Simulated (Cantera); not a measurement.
CH₃Cl + CH₄ (fluorocarbon and chlorocarbon gases)

Feed: 1 mol CH₃Cl, 1.6 mol CH₄, at 1.00 bar.

Equilibrium computed with Cantera from the NASA thermochemical tables; the gas is ideal and each condensed phase is pure. Candidate condensed phases: C, C₆H₆, C₇H₈, C₈H₁₈; 91 gas species. Rates play no part.

```json
[
 {"T (°C)": "752", "x H₂": "0.757", "x HCl": "0.200", "x CH₄": "0.0422", "x H": "3.79e-9", "x C₂H₂ (acetylene)": "1.67e-9", "x Cl": "9.24e-10", "n C(graphite)": "2.39"},
 {"T (°C)": "852", "x H₂": "0.786", "x HCl": "0.196", "x CH₄": "0.0178", "x H": "3.94e-8", "x C₂H₂ (acetylene)": "1.81e-8", "x Cl": "8.71e-9", "n C(graphite)": "2.51"},
 {"T (°C)": "952", "x H₂": "0.798", "x HCl": "0.194", "x CH₄": "0.00836", "x H": "2.78e-7", "x C₂H₂ (acetylene)": "1.29e-7", "x Cl": "5.83e-8", "n C(graphite)": "2.56"},
 {"T (°C)": "1052", "x H₂": "0.803", "x HCl": "0.193", "x CH₄": "0.00432", "x H": "1.47e-6", "x C₂H₂ (acetylene)": "6.83e-7", "x Cl": "2.96e-7", "n C(graphite)": "2.58"},
 {"T (°C)": "1152", "x H₂": "0.805", "x HCl": "0.193", "x CH₄": "0.00244", "x H": "6.12e-6", "x C₂H₂ (acetylene)": "2.84e-6", "x Cl": "1.20e-6", "n C(graphite)": "2.59"},
 {"T (°C)": "1252", "x H₂": "0.806", "x HCl": "0.193", "x CH₄": "0.00148", "x H": "2.12e-5", "x C₂H₂ (acetylene)": "9.74e-6", "x Cl": "4.07e-6", "n C(graphite)": "2.59"},
 {"T (°C)": "1352", "x H₂": "0.806", "x HCl": "0.192", "x CH₄": "0.000956", "x H": "6.34e-5", "x C₂H₂ (acetylene)": "2.87e-5", "x Cl": "1.19e-5", "n C(graphite)": "2.59"},
 {"T (°C)": "1452", "x H₂": "0.807", "x HCl": "0.192", "x CH₄": "0.000650", "x H": "0.000167", "x C₂H₂ (acetylene)": "7.43e-5", "x Cl": "3.08e-5", "n C(graphite)": "2.60"},
 {"T (°C)": "1552", "x H₂": "0.807", "x HCl": "0.192", "x CH₄": "0.000461", "x H": "0.000396", "x C₂H₂ (acetylene)": "0.000173", "x Cl": "7.19e-5", "n C(graphite)": "2.60"},
 {"T (°C)": "1652", "x H₂": "0.806", "x HCl": "0.192", "x CH₄": "0.000339", "x H": "0.000858", "x C₂H₂ (acetylene)": "0.000369", "x Cl": "0.000154", "n C(graphite)": "2.59"},
 {"T (°C)": "1752", "x H₂": "0.805", "x HCl": "0.192", "x CH₄": "0.000258", "x H": "0.00173", "x C₂H₂ (acetylene)": "0.000729", "x Cl": "0.000306", "n C(graphite)": "2.59"},
 {"T (°C)": "1852", "x H₂": "0.803", "x HCl": "0.191", "x CH₄": "0.000201", "x H": "0.00325", "x C₂H₂ (acetylene)": "0.00135", "x Cl": "0.000569", "n C(graphite)": "2.58"}
]
```
x: gas mole fraction; n: condensed amount in mol.

From 752 °C to 1852 °C the condensed part is C(graphite). The main C-bearing gas is CH₄ at 752 °C and C₂H₂ (acetylene) at 1852 °C.
